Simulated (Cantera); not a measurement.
# Hydrocarbon pyrolysis for carbon deposition

A perfectly stirred reactor is fed with CH₄ : H₂ : N₂ = 1 : 3 : 0.084 (molar parts), at 12.0 Pa; it is held at 1975 K, and followed from long to short residence time.

Detailed kinetics in Cantera: GRI-Mech 3.0 (53 species, 325 reactions). GRI-Mech 3.0 stops at C3 and has no aromatics, soot or wall deposition, so with more carbon than oxygen in the feed, carbon stays in small species such as C2H2 where larger ones or solid carbon would form. Radical loss at walls, strong at low pressure, is not modelled.

```
τ (s)    x CH₄   x H₂    x C₂H₄    x C₂H₂     x C₂H     x CH₃       x H
-------  -----  -----  --------  --------  --------  --------  --------
0.36     0.189  0.761   0.00292    0.0151   7.11e-7   0.00985   0.00209
0.14     0.232  0.738   0.00111   0.00144   3.17e-8   0.00569  0.000951
0.054    0.242  0.735  0.000116   4.07e-5  3.39e-10   0.00223  0.000358
0.021    0.244  0.735   8.01e-6   9.28e-7  3.08e-12  0.000862  0.000143
0.0082   0.244  0.735   4.60e-7   1.94e-8    <1e-12  0.000332   6.08e-5
0.0032   0.245  0.735   2.18e-8  3.48e-10    <1e-12  0.000125   2.83e-5
0.0012   0.245  0.735  6.96e-10  4.11e-12    <1e-12   4.35e-5   1.41e-5
0.00048  0.245  0.735  2.27e-11    <1e-12    <1e-12   1.55e-5   7.51e-6
0.00019  0.245  0.735    <1e-12    <1e-12    <1e-12   5.44e-6   3.68e-6
```
x: mole fraction; the columns are a selection and need not sum to one.
